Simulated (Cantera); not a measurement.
Charge: 1 mol AlN, 0.43 mol H2O, 2.8 mol H2, held at 1.20 mbar.

Cantera equilibrium calculation (NASA polynomials, part measured and part estimated; ideal gas, pure solids and liquids). Candidate condensed phases: Al, AlN, Al2O3, H2O; 35 gas species. Mutual solubility and eutectic melting of coexisting phases are not modelled. Condensed phases not in the tables: aluminium oxynitride. Equilibrium is a limit: real reactors are often held back by kinetics, nucleation or transport.

What share of the Al ends up in condensed phases as a function of T (K), at 1773, 1798, 1823, 1848, 1873, 1898, 1923, 1948?


```
T (K)  Al condensed (%)                 as
-----  ----------------  -----------------
1773               88.4  AlN(s) + Al2O3(s)
1798               78.4  AlN(s) + Al2O3(s)
1823               60.8  AlN(s) + Al2O3(s)
1848               29.6  AlN(s) + Al2O3(s)
1873               10.9           Al2O3(s)
1898               11.1           Al2O3(s)
1923               11.4           Al2O3(s)
1948               11.6           Al2O3(s)
```
